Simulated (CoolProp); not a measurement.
The numbers come from the reference Helmholtz-energy equation of state, Zhou 2011 in CoolProp.

**Question.** For dimethyl carbonate, give the phase and the density (kg/m³), speed of sound (m/s), expansivity (1/kK), fugacity coefficient at 198.25 °C and 42.8 bar.

**Answer.** 
- 198.25 °C and 42.8 bar: liquid; density 810, speed of sound 587, expansivity 2.35, fugacity coefficient 0.280
